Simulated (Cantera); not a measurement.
What does this Cantera script print?

```python
import numpy as np
import cantera as ct

gas = ct.Solution("gri30.yaml")


def delay(T, t_max=10):
    gas.TPX = T, 180000, {'CH4': 1, 'O2': 2.27, 'N2': 13.4}
    reactor = ct.IdealGasConstPressureReactor(gas, clone=False)
    net = ct.ReactorNet([reactor])
    net.rtol, net.atol = 1e-8, 1e-16
    while net.time < t_max:
        t_old, T_old = net.time, reactor.T
        net.step()
        if reactor.T > T + 400:  # ignition: a rise of 400 K
            return t_old + (T + 400 - T_old) / (reactor.T - T_old) * (net.time - t_old)
    return np.nan


taus = []
for T in [1300, 1375, 1450, 1525, 1600, 1675, 1750, 1825, 1900, 1975]:
    taus.append(delay(T))
    print(f"T0 = {T:6g} K   tau = {taus[-1]:.4e} s")
```

Output:

```
T0 =   1300 K   tau = 1.0531e-02 s
T0 =   1375 K   tau = 4.2216e-03 s
T0 =   1450 K   tau = 1.7981e-03 s
T0 =   1525 K   tau = 8.1922e-04 s
T0 =   1600 K   tau = 4.0285e-04 s
T0 =   1675 K   tau = 2.1449e-04 s
T0 =   1750 K   tau = 1.2301e-04 s
T0 =   1825 K   tau = 7.5236e-05 s
T0 =   1900 K   tau = 4.8571e-05 s
T0 =   1975 K   tau = 3.2801e-05 s
```

Detailed kinetics in Cantera: GRI-Mech 3.0 (53 species, 325 reactions).
